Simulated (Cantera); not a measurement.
Feed: 1 mol C₂H₅OH, 0.017 mol O₂, at 188 Torr.

Method: chemical equilibrium by Gibbs-energy minimisation in Cantera with the NASA 1993 tables (ideal gas, pure condensed phases). Candidate condensed phases: C, C₆H₆, C₇H₈, C₈H₁₈, H₂O; 110 gas species. Equilibrium is a limit: real reactors are often held back by kinetics, nucleation or transport.

### Question
What share of the C ends up in condensed phases as a function of T (°C), at 2227, 2277, 2327, 2377, 2427, 2477, 2527, 2577, 2627, 2677, 2727?

### Answer
```tsv
T (°C)	C condensed (%)	as
2227	45.1	C(graphite)
2277	44.4	C(graphite)
2327	43.6	C(graphite)
2377	42.7	C(graphite)
2427	41.6	C(graphite)
2477	40.3	C(graphite)
2527	38.9	C(graphite)
2577	37.3	C(graphite)
2627	35.5	C(graphite)
2677	33.3	C(graphite)
2727	30.9	C(graphite)
```
